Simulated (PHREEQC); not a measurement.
Acid mine or pickling water: an equilibrium model

Model water analysis in mmol/kgw, 25 °C, pH 4.13, pe 12.1:

| constituent | mmol/kgw |
|---|---|
| Na | 2.88 |
| K | 0.00707 |
| Ca | 3.21 |
| Mg | 1.6 |
| Cl | 3.07 |
| S(6) | 4.89 |
| N(5) | 0.073 |
| Zn | 0.0237 |
| O(0) (counted as O atoms) | 0.0475 |
| F | 0.0076 |
| Fe(3) | 0.00191 |
| Cu(2) | 0.0443 |

Cl is adjusted to close the charge balance.
Valence states are taken as typed.

Equilibrium calculation in PHREEQC: ion-association model, phreeqc.dat.

No solid was allowed to form.

Problem. Estimate the ionic strength, specific conductance.

Solution. ionic strength 0.0183 mol/kgw; specific conductance 1240 µS/cm.

Problem. In which forms is Na present?

Solution. Na+ 99 %, NaSO4- 1.1 % of the Na.

The solution is supersaturated, for example in Hematite (slow to form), Goethite (slow to form), so a real one may precipitate; this is no full list. Fluoro complexes past AlF4- and FeF3 are missing from the database.
